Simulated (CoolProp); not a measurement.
Saturation properties of dimethyl ether.

Values from CoolProp's reference Helmholtz-energy equation of state, Wu 2011.

```
T (K)  p (bar)  vapour density (kg/m³)  liquid viscosity (µPa s)
-----  -------  ----------------------  ------------------------
244.2   0.8421                   1.975                       218
253.2    1.245                   2.845                       196
262.2    1.784                   3.985                       178
271.2    2.489                   5.452                       163
280.2    3.390                   7.304                       150
289.2    4.519                   9.613                       138
298.3    5.928                   12.49                       128
307.3    7.620                   15.98                       118
316.3    9.647                   20.22                       110
325.3    12.05                   25.35                       102
334.3    14.86                   31.58                      93.9
343.3    18.13                   39.16                      86.4
```

It boils at 248.4 K under 1 atm.

Viscosity comes from a separate model (Meng 2012).
